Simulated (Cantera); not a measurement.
Charge: 1 mol CHF3, 0.073 mol H2, held at 1425 °C and 0.320 bar.

These are equilibrium values from Cantera (NASA tables, ideal gas, pure condensed phases), not measurements of a reactor. Candidate condensed phases: C, C6H6, C7H8, C8H18; 95 gas species. Gases not in the tables: C2F6 and larger saturated fluorocarbons. Kinetics and transport are ignored.

What is the equilibrium state?


```json
{
 "x(HF)": "0.712",
 "x(CF4)": "0.287",
 "x(CF2)": "0.000548",
 "x(CF3)": "0.000136",
 "x(F)": "6.56e-5",
 "x(CHF3)": "1.43e-5",
 "x(H2F2)": "1.64e-6",
 "n(C(graphite))": "0.536 mol",
 "gas_amount": "1.610 mol"
}
```
